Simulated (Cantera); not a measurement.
## Silicon nitride deposition: trisilylamine + N2 + Cl2

Charge: 1 mol trisilylamine, 13 mol N2, 1.1 mol Cl2, held at 10.0 mbar.

These are equilibrium values from Cantera (NASA tables, ideal gas, pure condensed phases), not measurements of a reactor. Candidate condensed phases: NH4Cl, Si, Si3N4; 28 gas species. The feed counts by its element totals alone. The tables' values for SiCl3 are old estimates; treat these amounts as uncertain. The numbers say what is thermodynamically allowed, not how fast it happens.

| T (K) | log p N2 | log p H2 | log p HCl | log p SiCl2 | n Si3N4(s) |
|---|---|---|---|---|---|
| 723 | -2.17 | -2.69 | -2.92 | -13.99 | 0.988 |
| 823 | -2.17 | -2.70 | -2.91 | -11.62 | 0.993 |
| 923 | -2.17 | -2.70 | -2.90 | -9.77 | 0.996 |
| 1023 | -2.17 | -2.70 | -2.90 | -8.30 | 0.997 |
| 1123 | -2.17 | -2.70 | -2.90 | -7.09 | 0.998 |
| 1223 | -2.17 | -2.70 | -2.90 | -6.08 | 0.998 |
| 1323 | -2.17 | -2.70 | -2.90 | -5.24 | 0.995 |
| 1423 | -2.17 | -2.69 | -2.92 | -4.56 | 0.981 |
log p: log10 of the partial pressure in bar; n: condensed amount in mol.

From 723 K to 1423 K the condensed part is Si3N4(s). The main Si-bearing gas is SiCl4 at 723 K and SiCl2 at 1423 K.
